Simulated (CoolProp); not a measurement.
Vapour-liquid equilibrium of p-xylene (1) + n-nonane (2) at 71.8 kPa; x and y are mole fractions of (1).

Values from CoolProp's multi-fluid Helmholtz-energy mixture model, Zhou 2012 and Lemmon 2006; pair parameters Bell 2016.

```csv
x,"bubble temperature, mixture model (°C)","bubble temperature, Raoult's law (°C)","y, mixture model","y, Raoult's law"
0.05,137.4,137.5,0.072,0.069
0.15,135.8,136.1,0.203,0.200
0.25,…,134.8,0.321,0.321
0.35,133.0,133.5,0.431,0.433
0.45,…,132.2,…,0.538
0.55,130.7,131.0,0.628,0.635
0.65,129.5,129.8,0.719,0.726
0.75,…,128.6,…,0.811
0.85,127.4,127.5,0.886,0.890
0.95,126.4,126.4,0.963,0.965
```

Problem. Some entries are withheld; supply them.

Solution. 
- 0.25, bubble temperature, mixture model (°C): 134.4
- 0.45, bubble temperature, mixture model (°C): 131.8
- 0.45, y, mixture model: 0.532
- 0.75, bubble temperature, mixture model (°C): 128.5
- 0.75, y, mixture model: 0.805

The largest gap from Raoult's law is -0.5 K in bubble temperature, at x = 0.35. No azeotrope shows between x = 0.05 and 0.95.

Pair parameters are fitted to limited data, so mixtures are less certain than the pure fluids.
